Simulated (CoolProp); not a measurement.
Vapour-liquid equilibrium of R134a (1) + dimethyl ether (2) at 6.09 bar; x and y are mole fractions of (1).

The numbers come from the multi-fluid Helmholtz-energy mixture model, Tillner-Roth 1994 and Wu 2011; pair parameters Bell 2016 in CoolProp.

```json
[
 {"x": "0.05", "bubble temperature (K)": "299.5", "y at the bubble point": "0.044", "dew temperature at overall composition x (K)": "299.6", "liquid density (mol/L)": "14.18"},
 {"x": "0.15", "bubble temperature (K)": "299.9", "y at the bubble point": "0.142", "dew temperature at overall composition x (K)": "300.0", "liquid density (mol/L)": "13.92"},
 {"x": "0.25", "bubble temperature (K)": "300.1", "y at the bubble point": "0.249", "dew temperature at overall composition x (K)": "300.1", "liquid density (mol/L)": "13.66"},
 {"x": "0.35", "bubble temperature (K)": "300.0", "y at the bubble point": "0.362", "dew temperature at overall composition x (K)": "300.0", "liquid density (mol/L)": "13.41"},
 {"x": "0.45", "bubble temperature (K)": "299.6", "y at the bubble point": "0.475", "dew temperature at overall composition x (K)": "299.7", "liquid density (mol/L)": "13.17"},
 {"x": "0.55", "bubble temperature (K)": "299.1", "y at the bubble point": "0.586", "dew temperature at overall composition x (K)": "299.3", "liquid density (mol/L)": "12.93"},
 {"x": "0.65", "bubble temperature (K)": "298.4", "y at the bubble point": "0.691", "dew temperature at overall composition x (K)": "298.7", "liquid density (mol/L)": "12.70"},
 {"x": "0.75", "bubble temperature (K)": "297.5", "y at the bubble point": "0.789", "dew temperature at overall composition x (K)": "297.9", "liquid density (mol/L)": "12.48"},
 {"x": "0.85", "bubble temperature (K)": "296.6", "y at the bubble point": "0.879", "dew temperature at overall composition x (K)": "296.9", "liquid density (mol/L)": "12.26"},
 {"x": "0.95", "bubble temperature (K)": "295.7", "y at the bubble point": "0.961", "dew temperature at overall composition x (K)": "295.8", "liquid density (mol/L)": "12.04"}
]
```

y crosses x between x = 0.25 and 0.35: the model has an azeotrope there.

The pair parameters rest on a limited set of measurements; away from them the model extrapolates.
